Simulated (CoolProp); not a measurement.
Vapour-liquid equilibrium of p-xylene (1) + n-decane (2) at 400.3 K; x and y are mole fractions of (1).

Values from CoolProp's multi-fluid Helmholtz-energy mixture model, Zhou 2012 and Lemmon 2006; pair parameters Bell 2016.

| x | bubble pressure (MPa) | y at the bubble point | dew pressure at overall composition x (MPa) | liquid density (mol/L) |
|---|---|---|---|---|
| 0.05 | 0.02852 | 0.139 | 0.02670 | 4.622 |
| 0.125 | 0.03253 | 0.301 | … | 4.761 |
| 0.2 | 0.03643 | 0.426 | 0.02991 | 4.908 |
| 0.275 | 0.04023 | 0.526 | 0.03181 | 5.064 |
| 0.35 | 0.04394 | 0.608 | 0.03396 | 5.229 |
| 0.425 | 0.04758 | … | 0.03639 | 5.403 |
| 0.5 | 0.05115 | 0.736 | 0.03918 | 5.589 |
| 0.575 | 0.05468 | 0.787 | 0.04239 | … |
| 0.65 | 0.05818 | 0.833 | 0.04612 | 5.997 |
| 0.725 | 0.06166 | 0.875 | 0.05048 | 6.222 |
| 0.8 | 0.06513 | 0.913 | 0.05560 | 6.463 |
| 0.875 | 0.06860 | 0.947 | 0.06166 | 6.721 |
| 0.95 | 0.07209 | 0.980 | 0.06887 | 6.999 |

Q: Some entries are withheld; supply them.

A: 
- 0.125, dew pressure at overall composition x (MPa): 0.02822
- 0.425, y at the bubble point: 0.676
- 0.575, liquid density (mol/L): 5.786

No azeotrope shows between x = 0.05 and 0.95.

The pair parameters rest on a limited set of measurements; away from them the model extrapolates.
